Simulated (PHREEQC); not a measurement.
## Polishing slurry liquid

Make-up at 25 °C and 500 atm: 0.065 mol HNO3, 0.00021 mol H4SiO4 and 0.0086 mol CO2 per kg of water. Closed to the air; pH follows from the charge balance.

Model: ion-association model, phreeqc.dat, run in PHREEQC.

```
Property                       Value
--------------------  --------------
pH                              1.26
ionic strength        0.0650 mol/kgw
specific conductance     23600 µS/cm
density                  1.021 g/cm³
total alkalinity        -65.0 meq/kg
```

```
species  molality  activity   log γ
-------  --------  --------  ------
H+         0.0650    0.0550  -0.072
NO3-       0.0650    0.0515  -0.102
CO2       0.00860   0.00873   0.007
H4SiO4   0.000210  0.000213   0.007
(CO2)2    1.38e-6   1.40e-6   0.007
HCO3-     1.48e-7   1.21e-7  -0.087
```

Precipitation was switched off in this run. Examples of supersaturated solids here: Quartz (slow to form). Others may be too. Under pressure, the constants of complexes without a molar volume in the database are unreliable.
